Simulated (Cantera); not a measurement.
Charge: 1 mol B, 5.4 mol NH3, held at 1800 °C.

These are equilibrium values from Cantera (NASA tables, ideal gas, pure condensed phases), not measurements of a reactor. Candidate condensed phases: B, BN; 15 gas species. Rates play no part.

Task: Which condensed phases are stable at each of these points (P (Pa)): 10, 63, 400, 2500, 16000, 100000?

Result: 
```tsv
P (Pa)	condensed phases	B condensed (%)
10	B(s)	94.2
63	B(s)	98.7
400	BN(s)	99.6
2500	BN(s)	99.9
16000	BN(s)	99.9
100000	BN(s)	100.0
```

From 10.0 Pa to 63.0 Pa the condensed part is B(s). From 400 Pa to 100000 Pa the condensed part is BN(s). The share of B in condensed phases is highest at 100000 Pa (100.0 %) and lowest at 10.0 Pa (94.2 %).
